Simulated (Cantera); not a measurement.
## Premixed flame

A freely propagating, adiabatic, planar premixed flame of H2 : O2 : N2 = 1 : 0.179 : 0.671 (molar parts), unburnt at 423 K and 0.133 bar; multicomponent+Soret transport, grid criteria slope 0.08 and curve 0.16, no radiation.

Cantera simulation using the H2/O2 subset of GRI-Mech 3.0, which has no nitrogen chemistry; the numbers are that mechanism's predictions, not measurements. Burning velocities carry a grid error of a few per cent, more on coarse grids.

```tsv
z (mm)	T (K)	u (m/s)	x H2	x O2	x O	x H	x H2O	x H2O2
-17.6	423	3.30	0.541	0.0968	<1e-8	<1e-8	<1e-8	<1e-8
-11.8	423	3.30	0.541	0.0968	<1e-8	<1e-8	<1e-8	<1e-8
-8.82	423	3.30	0.541	0.0968	<1e-8	<1e-8	<1e-8	<1e-8
-5.88	423	3.30	0.540	0.0968	<1e-8	1.05e-8	3.80e-8	<1e-8
-2.94	446	3.43	0.532	0.0979	9.31e-6	0.000237	0.00108	4.21e-6
-1.47	655	4.91	0.499	0.0923	0.000133	0.00911	0.0193	2.62e-6
0	1012	7.46	0.403	0.0542	0.00170	0.0573	0.0993	8.11e-8
1.47	1225	9.04	0.324	0.00712	0.000909	0.0940	0.190	3.09e-8
2.94	1304	9.61	0.318	0.000589	0.000281	0.0923	0.203	1.93e-8
5.88	1391	10.2	0.326	7.22e-5	0.000225	0.0815	0.205	2.11e-8
11.8	1489	10.8	0.336	5.71e-5	0.000201	0.0679	0.206	2.10e-8
23.5	1589	11.5	0.347	4.23e-5	0.000154	0.0532	0.207	1.67e-8
47.0	1683	12.1	0.356	2.65e-5	0.000100	0.0391	0.209	1.05e-8
```
x: mole fraction of selected species; z is measured from the peak of heat release.

The laminar burning velocity comes out as 330 cm/s. The thermal thickness comes out as 5.88 mm and the peak x(O) comes out as 0.00194. The peak x(H) comes out as 0.0951, the peak x(H2O2) comes out as 6.18e-6 and the grid points is 142.
